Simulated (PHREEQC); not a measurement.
## Metal-bearing waste water

Dissolve 0.45 mol/kgw ZnSO4, 0.00039 mol/kgw CuCl2 and 0.00035 mol/kgw H2SO4 at 20 °C. Closed to the air; pH follows from the charge balance.

Computed with PHREEQC (ion-association model, phreeqc.dat).

Each row changes one thing in this solution. Precipitation was switched off in this run.

```csv
case,pH,ionic strength (mol/kgw),SO4-2 (mol/kgw),Cl- (mol/kgw),HSO4- (mol/kgw),Cu+2 (mol/kgw)
as made,3.72,0.854,0.124,0.000720,0.000446,0.000226
ZnSO4 replaced by FeSO4 at the same molality,___,0.886,0.221,0.000741,0.000369,0.000173
H2SO4 from 0.00035 to 7e-05 mol/kgw,___,0.854,0.124,0.000720,8.99e-5,0.000226
diluted 100-fold with water,5.25,0.0137,0.00340,___,1.17e-6,3.06e-6
temperature from 20 to 70 °C,4.11,0.836,0.133,0.000521,0.000606,0.000214
H2SO4 from 0.00035 to 0.0007 mol/kgw,3.42,0.855,0.124,0.000720,0.000892,0.000226
CuCl2 from 0.00039 to 0.000195 mol/kgw,3.72,0.854,0.124,0.000360,0.000446,0.000113
```

Task: Fill in the missing entries.

Result: 
- ZnSO4 replaced by FeSO4 at the same molality, pH: 4.05
- H2SO4 from 0.00035 to 7e-05 mol/kgw, pH: 4.42
- diluted 100-fold with water, Cl- (mol/kgw): 7.76e-6

The ionic strength passes 0.7 mol/kgw, the rough limit of the ion-association models, in as made; ZnSO4 replaced by FeSO4 at the same molality; H2SO4 from 0.00035 to 7e-05 mol/kgw; temperature from 20 to 70 °C; H2SO4 from 0.00035 to 0.0007 mol/kgw; CuCl2 from 0.00039 to 0.000195 mol/kgw. Complexes and solids missing from the database can't appear. At this temperature some constants are extrapolated from 25 °C, and those without enthalpy data are left unchanged.
